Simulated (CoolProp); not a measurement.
Carbonyl sulfide along the isobar 0.101 MPa: fugacity coefficient from the reference equation and from simpler models built on Tc = 378.8 K, pc = 6.369 MPa, ω = 0.098; each cubic takes its own stable root.

Model: reference Helmholtz-energy equation of state, Lemmon 2006, in CoolProp. It is a short technical equation, of lower accuracy than the large ones.

```json
[
 {"T (K)": "163", "phase": "liquid", "reference": "0.01886"},
 {"T (K)": "167.9", "phase": "liquid", "reference": "0.02949"},
 {"T (K)": "172.7", "phase": "liquid", "reference": "0.04441"},
 {"T (K)": "177.6", "phase": "liquid", "reference": "0.06572"},
 {"T (K)": "182.4", "phase": "liquid", "reference": "0.09423"},
 {"T (K)": "187.3", "phase": "liquid", "reference": "0.1332"},
 {"T (K)": "192.1", "phase": "liquid", "reference": "0.1832"},
 {"T (K)": "197", "phase": "liquid", "reference": "0.2490"},
 {"T (K)": "201.8", "phase": "liquid", "reference": "0.3307"},
 {"T (K)": "206.7", "phase": "liquid", "reference": "0.4347"},
 {"T (K)": "211.5", "phase": "liquid", "reference": "0.5602"},
 {"T (K)": "216.4", "phase": "liquid", "reference": "0.7159"}
]
```

How far does each simpler model (van der Waals, Peng-Robinson) lie from the reference over these 12 states: mean and median of the absolute difference, and the worst?


- van der Waals: mean 945.3 %, median 533.5 %, worst +2971.6 % at 163 K and 0.101 MPa
- Peng-Robinson: mean 6.1 %, median 5.4 %, worst +12.2 % at 163 K and 0.101 MPa

At some of these states van der Waals gives the other phase, because its saturation line lies elsewhere.
